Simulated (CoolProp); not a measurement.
A single-stage vapour-compression cycle with the fluid: evaporating at 281.15 K (dew point), condensing at 330.15 K (bubble point), superheat 10 K, subcooling 8 K, compressor efficiency 0.9, no pressure losses. The same conditions are run with several fluids, on thermodynamics alone (safety and materials aside).

Model: reference Helmholtz-energy equation of state of each fluid (isobutene: Lemmon 2005; R115: Lemmon 2016; R245ca: Zhou 2016; C3F8 (R218): Lemmon 2006; R407C: Lemmon 2003; cyclopropane: Polt 1992), in CoolProp. The equations of Platzer and Polt are older, rougher fits. Blends and air are pseudo-pure fits.

```tsv
fluid	cooling COP	pressure ratio	discharge temperature (K)	refrigerating effect (kJ/kg)	volumetric capacity (kJ/m³)
isobutene	4.44	4.13	___	295	___
R115	3.69	3.43	335.3	66.1	2710
R245ca	4.49	6.06	336.0	166	463
C3F8 (R218)	3.25	3.56	___	46.0	2210
R407C	3.56	4.29	361.2	___	3590
cyclopropane	4.38	3.55	358.9	347	2920
```

Problem. Some entries are withheld; supply them.

Solution. 
- isobutene, discharge temperature (K): 340.8
- isobutene, volumetric capacity (kJ/m³): 1270
- C3F8 (R218), discharge temperature (K): 330.6
- R407C, refrigerating effect (kJ/kg): 148
